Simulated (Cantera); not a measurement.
What does this Cantera script print?

```python
import numpy as np
import cantera as ct

gas_names = """
    H HO2 H2 H2O H2O2 O OH O2 O3 Pb PbO Pb2
""".split()
cond_names = """
    H2O(s) H2O(L) Pb(cr) Pb(L) PbO(rd) PbO(yw) PbO(L) PbO2(s) Pb3O4(s)
""".split()


# ... load() reads the species with a 1 bar reference pressure and builds the phases ...
atoms = {
    'PbO': {'Pb': 1, 'O': 1},
    'H2': {'H': 2},
}
top_T = {'Pb3O4(s)': 820}  # K; cautious upper limits of use, not melting points


# ... equilibrate(T, P, feed) seeds the gas with the atoms and calls Mixture.equilibrate('TP', solver="vcs", rtol=1e-11, max_steps=5000) ...
results = []
feed = {'PbO': 1, 'H2': 0.095}  # mol
P = 160000  # Pa
for T in [750, 800, 850, 900, 950, 1000, 1050, 1100, 1150, 1200, 1250, 1300]:
    mix = equilibrate(T, P, feed)
    results.append((T, P, feed, dict(zip(mix.species_names, mix.species_moles))))

top = {s: max(r[3][s] / sum(r[3][g] for g in gas_names) for r in results) for s in gas_names}
cols = sorted((s for s in top if top[s] > 1e-06), key=lambda s: -top[s])[:7]
seen = [c for c in cond_names if any(r[3].get(c, 0) > 1e-12 for r in results)]
print("log10 of partial pressures in bar; condensed amounts in mol")
print(f"{'T/K':>10s}" + "".join(f"{s[:9]:>10s}" for s in cols + seen))
for T, P, feed, n in results:
    ng = sum(n[g] for g in gas_names)
    print(f"{T:10.4g}" + "".join(f"{np.log10(max(n[s] / ng * P / 1e5, 1e-99)):10.3f}" for s in cols)
          + "".join(f"{n.get(c, 0):10.4g}" for c in seen))
```

Result:

```
log10 of partial pressures in bar; condensed amounts in mol
       T/K       H2O        Pb        H2       PbO     Pb(L)   PbO(rd)   PbO(yw)    PbO(L)
       750     0.204    -8.023    -4.110   -11.378     0.095     0.905         0         0
       800     0.204    -7.212    -3.996   -10.155   0.09499         0     0.905         0
       850     0.204    -6.497    -3.892    -9.080   0.09499         0     0.905         0
       900     0.204    -5.864    -3.797    -8.127   0.09499         0     0.905         0
       950     0.204    -5.298    -3.709    -7.278   0.09499         0     0.905         0
      1000     0.204    -4.791    -3.628    -6.516   0.09499         0     0.905         0
      1050     0.204    -4.332    -3.552    -5.830   0.09498         0     0.905         0
      1100     0.204    -3.917    -3.481    -5.208   0.09497         0     0.905         0
      1150     0.204    -3.538    -3.415    -4.643   0.09496         0     0.905         0
      1200     0.204    -3.192    -3.313    -4.166   0.09493         0         0     0.905
      1250     0.204    -2.874    -3.209    -3.738   0.09488         0         0     0.905
      1300     0.203    -2.581    -3.111    -3.346    0.0948         0         0     0.905
```

Method: chemical equilibrium by Gibbs-energy minimisation in Cantera with the NASA 1993 tables (ideal gas, pure condensed phases). Each liquid is taken as pure. Mutual solubility and eutectic melting of coexisting phases are not modelled. Gases not in the tables: (PbO)n polymers.
